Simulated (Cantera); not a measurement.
Feed: 1 mol B, 12 mol H2O, 3 mol N2, held at 1125 °C and 0.0400 bar.

Cantera equilibrium calculation (NASA polynomials, part measured and part estimated; ideal gas, pure solids and liquids). Candidate condensed phases: B, BN, B2O3, B3O3H3, H2O; 39 gas species. Gases not in the tables: H3BO3. Kinetics and transport are ignored.

Base state: H2O 0.667, N2 0.196, H2 0.0981, HBO2 0.0375, (HBO2)3 0.000665, B2O3 5.75e-5 (mole fractions); condensed: B2O3(l).

**Question.** What changes in the equilibrium state with this change: temperature from 1125 °C to 2075 °C?

**Answer.** 
```csv
species,before,after
H2O,0.667,0.594
N2,0.196,0.187
H2,0.0981,0.109
HBO2,0.0375,0.0580
H,7.43e-6,0.0204
OH,9.96e-7,0.0191
O2,<1e-9,0.00549
O,<1e-9,0.00242
(HBO2)3,0.000665,<1e-9
"B2O3(l), mol",0.198,0
```

**Question.** What changes in the equilibrium state with this change: temperature from 1125 °C to 1502 °C?

**Answer.** 
```tsv
species	before	after
H2O	0.667	0.645
N2	0.196	0.193
H2	0.0981	0.0966
HBO2	0.0375	0.0636
(HBO2)3	0.000665	1.64e-7
BO2	6.97e-8	2.24e-5
OH	9.96e-7	0.000187
B2O3(l), mol	0.198	0
```

**Question.** What changes in the equilibrium state with this change: temperature from 1125 °C to 1650 °C?

**Answer.** 
| species | before | after |
|---|---|---|
| H2O | 0.667 | 0.644 |
| N2 | 0.196 | 0.193 |
| H2 | 0.0981 | 0.0964 |
| HBO2 | 0.0375 | 0.0631 |
| (HBO2)3 | 0.000665 | 1.00e-8 |
| O2 | <1e-9 | 2.77e-5 |
| NO | 1.17e-8 | 3.50e-5 |
| B2O3(l), mol | 0.198 | 0 |
